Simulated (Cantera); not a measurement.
A perfectly stirred reactor is fed with H2 : O2 : N2 = 0.83 : 1 : 7.5 (molar parts), equivalence ratio 0.41, at 0.120 bar; it is held at 1325 K, and followed from long to short residence time.

Cantera simulation using GRI-Mech 3.0 (53 species, 325 reactions); the numbers are that mechanism's predictions, not measurements. The temperature is held fixed by assumption; the heat of reaction is taken as removed at once.

What does this change do: pressure from 0.120 bar to 0.500 bar?


| quantity | before | after |
|---|---|---|
| x(H2) at τ = 5.10 s | 7.28e-5 | 1.93e-5 |
| x(O2) at τ = 5.10 s | 0.0655 | 0.0656 |
| x(NO2) at τ = 5.10 s | 9.96e-10 | 1.10e-8 |
| x(H) at τ = 5.10 s | 1.43e-5 | 8.19e-7 |
| x(OH) at τ = 5.10 s | 0.000337 | 0.000124 |
| x(H2) at τ = 0.110 s | 0.000897 | 0.000244 |
| x(O2) at τ = 0.110 s | 0.0653 | 0.0655 |
| x(NO2) at τ = 0.110 s | 2.82e-10 | 2.13e-9 |
| x(H) at τ = 0.110 s | 0.000654 | 3.88e-5 |
| x(OH) at τ = 0.110 s | 0.00121 | 0.000446 |
